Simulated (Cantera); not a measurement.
A perfectly stirred reactor is fed with NH3 : H2 = 1 : 0.21 (molar parts), at 48000 Pa; it is held at 1623 K, and followed from long to short residence time.

Model: the gas-phase N/H chemistry of the illustrative SiF4/NH3 mechanism in the Surface Chemkin manual (1991), integrated in Cantera. Walls and surfaces, which speed up NH3 decomposition in real reactors, are not modelled.

### Question
What does this change do: temperature 1623 to 2275 K?

### Answer
```json
[
 {"quantity": "x(NH3) at τ = 0.420 s", "before": "0.780", "after": "0.00444"},
 {"quantity": "x(H2) at τ = 0.420 s", "before": "0.207", "after": "0.765"},
 {"quantity": "x(H) at τ = 0.420 s", "before": "1.18e-5", "after": "0.00628"},
 {"quantity": "x(N) at τ = 0.420 s", "before": "8.81e-9", "after": "8.49e-6"},
 {"quantity": "x(N2) at τ = 0.420 s", "before": "0.0125", "after": "0.224"},
 {"quantity": "x(NH3) at τ = 22.0 ms", "before": "0.824", "after": "0.124"},
 {"quantity": "x(H2) at τ = 22.0 ms", "before": "0.175", "after": "0.682"},
 {"quantity": "x(H) at τ = 22.0 ms", "before": "9.49e-6", "after": "0.00170"},
 {"quantity": "x(N) at τ = 22.0 ms", "before": "7.58e-9", "after": "5.97e-6"},
 {"quantity": "x(N2) at τ = 22.0 ms", "before": "0.000642", "after": "0.192"}
]
```

### Question
What does this change do: H2 0.21 to 0.63 parts?

### Answer
```tsv
quantity	before	after
x(NH3) at τ = 0.420 s	0.780	0.586
x(H2) at τ = 0.420 s	0.207	0.405
x(H) at τ = 0.420 s	1.18e-5	2.49e-5
x(N) at τ = 0.420 s	8.81e-9	9.28e-9
x(N2) at τ = 0.420 s	0.0125	0.00838
x(NH3) at τ = 22.0 ms	0.824	0.612
x(H2) at τ = 22.0 ms	0.175	0.387
x(H) at τ = 22.0 ms	9.49e-6	2.23e-5
x(N) at τ = 22.0 ms	7.58e-9	8.00e-9
x(N2) at τ = 22.0 ms	0.000642	0.000413
```
